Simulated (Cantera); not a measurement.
Input (Python, Cantera) and output of one run.

```python
import numpy as np
import cantera as ct

gas_names = """
    KCL CL
""".split()
cond_names = """
    K(cr) K(L)
""".split()


def load(file, names, dense=False):
    # The tables refer to 1 bar. Condensed volumes are neglected.
    table = {s.name: s for s in ct.Species.list_from_file(file)}
    out = []
    for n in names:
        d = dict(table[n].input_data)
        d["thermo"] = dict(d["thermo"], **{"reference-pressure": 1e5})
        if dense:
            d["equation-of-state"] = {"model": "constant-volume", "density": "1e6 g/cm^3"}
        out.append(ct.Species.from_dict(d))
    return out


species = {s.name: s for s in load("nasa_gas.yaml", gas_names) + load("nasa_condensed.yaml", cond_names)}
# Each term lists the table entries of one substance; the one whose range holds T is used.
reactions = {
    'KCl(g) = Cl(g) + K':
        [(-1, ['KCL']), (1, ['CL']), (1, ['K(cr)', 'K(L)'])],
}


def pick(names, T):
    return next(species[n] for n in names if species[n].thermo.min_temp <= T <= species[n].thermo.max_temp)


results = []
for label, terms in reactions.items():
    print(label)
    print("     T/K   dH/kJ  dS/(J/K)   dG/kJ   log10 K")
    for T in [625, 675, 725, 775, 825, 875, 925, 975, 1025]:
        used = [(nu, pick(names, T)) for nu, names in terms]
        dH = sum(nu * s.thermo.h(T) for nu, s in used) / 1e6
        dS = sum(nu * s.thermo.s(T) for nu, s in used) / 1e3
        dG = dH - T * dS / 1e3
        logK = -dG * 1e6 / (ct.gas_constant * T * np.log(10))
        results.append((label, T, dH, dS, dG, logK, [s.name for _, s in used]))
        print(f"{T:8g} {dH:8.1f} {dS:8.1f} {dG:8.1f} {logK:8.2f}")
```

Output:

```
KCl(g) = Cl(g) + K
     T/K   dH/kJ  dS/(J/K)   dG/kJ   log10 K
     625    343.6      9.8    337.5   -28.21
     675    344.4     10.9    337.0   -26.08
     725    345.1     12.0    336.4   -24.24
     775    345.9     13.0    335.8   -22.63
     825    346.6     13.9    335.1   -21.22
     875    347.3     14.7    334.4   -19.96
     925    348.0     15.5    333.7   -18.84
     975    348.8     16.3    332.9   -17.83
    1025    349.5     17.1    332.0   -16.92
```

Standard-state values (1 bar) from the NASA 1993 polynomials, evaluated with Cantera. Condensed species are held in their standard states even where they would react or evaporate.
